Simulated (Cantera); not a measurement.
**C₂H₆ + CO₂ (carbon deposition, reforming and gasification)**

A closed system holds: 1 mol C₂H₆, 0.034 mol CO₂, held at 10.0 mbar.

Equilibrium computed with Cantera from the NASA thermochemical tables; the gas is ideal and each condensed phase is pure. Candidate condensed phases: C, C₆H₆, C₇H₈, C₈H₁₈, H₂O; 110 gas species. Kinetics and transport are ignored.

From 848 K to 1348 K the condensed part is C(graphite). The main C-bearing gas is CO throughout.

```csv
T (K),x H₂,x CO,x CH₄,x H₂O,x CO₂,n C(graphite)
848,0.972,0.0207,0.00605,0.00148,9.74e-5,1.95
898,0.975,0.0217,0.00304,0.000534,2.76e-5,1.96
948,0.976,0.0220,0.00164,0.000208,8.46e-6,1.96
998,0.977,0.0221,0.000931,8.81e-5,2.89e-6,1.96
1048,0.977,0.0221,0.000558,4.04e-5,1.09e-6,1.96
1098,0.977,0.0222,0.000349,1.99e-5,4.48e-7,1.96
1148,0.978,0.0222,0.000227,1.04e-5,2.00e-7,1.97
1198,0.978,0.0222,0.000153,5.75e-6,9.55e-8,1.97
1248,0.978,0.0222,0.000107,3.33e-6,4.85e-8,1.97
1298,0.978,0.0222,7.62e-5,2.01e-6,2.60e-8,1.97
1348,0.978,0.0222,5.58e-5,1.26e-6,1.46e-8,1.97
```
x: gas mole fraction; n: condensed amount in mol.
